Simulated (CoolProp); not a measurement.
A single-stage vapour-compression cycle with R124: evaporating at 292.15 K (dew point), condensing at 339.15 K (bubble point), superheat 2 K, subcooling 0 K, compressor efficiency 0.6, no pressure losses. Each further row changes one setting.

Values from CoolProp's reference Helmholtz-energy equation of state, de Vries 1995.

| case | cooling COP | pressure ratio | discharge temperature (K) | refrigerating effect (kJ/kg) | volumetric capacity (kJ/m³) |
|---|---|---|---|---|---|
| as stated | 2.75 | 3.63 | 351.7 | 95.8 | 1860 |
| evaporating temperature 297.15 K | 3.23 | 3.10 | 350.2 | 98.6 | 2240 |
| condensing temperature 334.15 K | 3.22 | 3.23 | 346.1 | 102 | 1990 |
| subcooling 5 K | 2.93 | 3.63 | 351.7 | 102 | 1990 |
| superheat 12 K | 2.82 | 3.63 | 362.0 | 104 | 1930 |
| compressor efficiency 0.5 | 2.29 | 3.63 | 359.0 | 95.8 | 1860 |
